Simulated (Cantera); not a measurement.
Input (Python, Cantera):

```python
import numpy as np
import cantera as ct

surf = ct.Interface("diamond.yaml", "diamond_100")
gas, bulk = surf.adjacent["gas"], surf.adjacent["diamond"]
k = surf.kinetics_species_index(bulk.species_names[0])
cover = ["c6HH", "c6H*", "c6*H", "c6**", "c6HM", "c6B"]

rows, drift = [], 0.0
print(f"{'P':>10s}{'um/h':>11s}" + "".join(f"{s:>11s}" for s in cover))
for v in [960, 1600, 2600, 4300, 7000, 12000, 19000, 31000]:
    T, P, xH, xCH3 = 1375, v, 0.032, 0.0013
    gas.TPX = T, P, {"H": xH, "CH3": xCH3, "CH4": 0.0057, "H2": 1 - xH - xCH3 - 0.0057}
    surf.TP = bulk.TP = T, P
    surf.coverages = "c6H*:0.1, c6HH:0.9"
    surf.advance_coverages(100.0)
    before = surf.coverages
    surf.advance_coverages(100.0)
    drift = max(drift, np.max(np.abs(surf.coverages - before) / (surf.coverages + 1e-9)))
    rate = surf.net_production_rates[k] * bulk.mean_molecular_weight / bulk.density * 3.6e9
    rows.append([rate, *surf[cover].coverages])
    print(f"{v:10.4g}{rate:11.4e}" + "".join(f"{x:11.3e}" for x in rows[-1][1:]))
```

Output:

```
         P       um/h       c6HH       c6H*       c6*H       c6**       c6HM        c6B
       960 2.9275e+00  3.375e-01  5.729e-02  5.433e-01  6.078e-02  1.498e-04  7.944e-09
      1600 5.5593e+00  3.375e-01  5.732e-02  5.431e-01  6.076e-02  2.503e-04  1.509e-08
      2600 1.0405e+01  3.374e-01  5.736e-02  5.429e-01  6.074e-02  4.011e-04  2.823e-08
      4300 2.0499e+01  3.373e-01  5.744e-02  5.425e-01  6.074e-02  6.410e-04  5.563e-08
      7000 4.0735e+01  3.371e-01  5.757e-02  5.419e-01  6.075e-02  9.841e-04  1.105e-07
   1.2e+04 8.9217e+01  3.368e-01  5.782e-02  5.409e-01  6.079e-02  1.520e-03  2.421e-07
   1.9e+04 1.7486e+02  3.364e-01  5.818e-02  5.397e-01  6.086e-02  2.111e-03  4.745e-07
   3.1e+04 3.5321e+02  3.359e-01  5.883e-02  5.380e-01  6.102e-02  2.845e-03  9.584e-07
```

Computed with Cantera and the Harris–Goodwin 1993 mechanism for the reconstructed diamond (100) surface.
